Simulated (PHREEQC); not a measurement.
1.8 g of hydrous ferric oxide (600 m²/g; 0.2 weak and 0.005 strong sites per Fe, Dzombak-Morel constants, diffuse double layer) in 1 kg of water with 0.005 mol/kgw of an inert sodium salt and 0.46 mmol/kgw Na2HAsO4 and 0.41 mmol/kgw Na2SeO4, at 25 °C; the pH is set by adding NaOH or the inert anion's acid. Oxygen alone is held at its pressure in air (log pO2 = -0.68). CO2 from the air is kept out. No solid was allowed to form.

The numbers come from PHREEQC with the ion-association model, wateq4f.dat.

```json
[
 {"pH": "4", "As sorbed (%)": "100.0", "Se sorbed (%)": "100.0", "surface charge σ (C/m²)": "0.128", "surface potential ψ (mV)": "165"},
 {"pH": "5", "As sorbed (%)": "100.0", "Se sorbed (%)": "99.4", "surface charge σ (C/m²)": "0.056", "surface potential ψ (mV)": "126"},
 {"pH": "5.5", "As sorbed (%)": "100.0", "Se sorbed (%)": "96.3", "surface charge σ (C/m²)": "0.034", "surface potential ψ (mV)": "101"},
 {"pH": "6.5", "As sorbed (%)": "100.0", "Se sorbed (%)": "44.5", "surface charge σ (C/m²)": "0.013", "surface potential ψ (mV)": "55"},
 {"pH": "7", "As sorbed (%)": "100.0", "Se sorbed (%)": "12.3", "surface charge σ (C/m²)": "0.006", "surface potential ψ (mV)": "31"},
 {"pH": "8", "As sorbed (%)": "99.9", "Se sorbed (%)": "0.2", "surface charge σ (C/m²)": "-0.005", "surface potential ψ (mV)": "-24"},
 {"pH": "9", "As sorbed (%)": "95.4", "Se sorbed (%)": "0.0", "surface charge σ (C/m²)": "-0.021", "surface potential ψ (mV)": "-78"},
 {"pH": "9.5", "As sorbed (%)": "82.0", "Se sorbed (%)": "0.0", "surface charge σ (C/m²)": "-0.034", "surface potential ψ (mV)": "-101"},
 {"pH": "10.5", "As sorbed (%)": "41.9", "Se sorbed (%)": "0.0", "surface charge σ (C/m²)": "-0.071", "surface potential ψ (mV)": "-135"},
 {"pH": "11", "As sorbed (%)": "24.0", "Se sorbed (%)": "0.0", "surface charge σ (C/m²)": "-0.103", "surface potential ψ (mV)": "-149"},
 {"pH": "12", "As sorbed (%)": "3.4", "Se sorbed (%)": "0.0", "surface charge σ (C/m²)": "-0.230", "surface potential ψ (mV)": "-169"}
]
```
